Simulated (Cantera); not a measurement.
Feed: 1 mol SiH2Cl2, 0.12 mol C2H4, 16 mol H2, 0.059 mol C2H2, at 1527 °C and 1000 Pa.

Method: chemical equilibrium by Gibbs-energy minimisation in Cantera with the NASA 1993 tables (ideal gas, pure condensed phases). Mutual solubility and eutectic melting of coexisting phases are not modelled. The tables' values for SiCl, SiCl3 are old estimates; treat these amounts as uncertain. Gases not in the tables: Si2H6 and higher silanes. Kinetics and transport are ignored.

```json
[
 {"species": "H2", "before": "0.905", "after": "0.903"},
 {"species": "HCl", "before": "0.0725", "after": "0.0723"},
 {"species": "SiCl2", "before": "0.0180", "after": "0.0179"},
 {"species": "H", "before": "0.00341", "after": "0.00491"},
 {"species": "Si", "before": "0.000318", "after": "0.000662"},
 {"species": "SiCl3", "before": "6.91e-5", "after": "4.77e-5"},
 {"species": "SiH", "before": "3.45e-5", "after": "4.97e-5"},
 {"species": "Cl", "before": "0.000209", "after": "0.000301"},
 {"species": "SiCl", "before": "0.000210", "after": "0.000302"},
 {"species": "SiH2", "before": "2.71e-5", "after": "2.70e-5"},
 {"species": "Si(l), mol", "before": "0.300", "after": "0.293"},
 {"species": "SiC(s), mol", "before": "0.358", "after": "0.358"}
]
```
Gas species are given as mole fractions.

Question: Which change was made?
A) H2 from 16 to 950 mol
B) pressure from 1000 Pa to 480 Pa
C) temperature from 1527 °C to 1425 °C
D) pressure from 1000 Pa to 240 Pa

Answer: B, pressure from 1000 Pa to 480 Pa
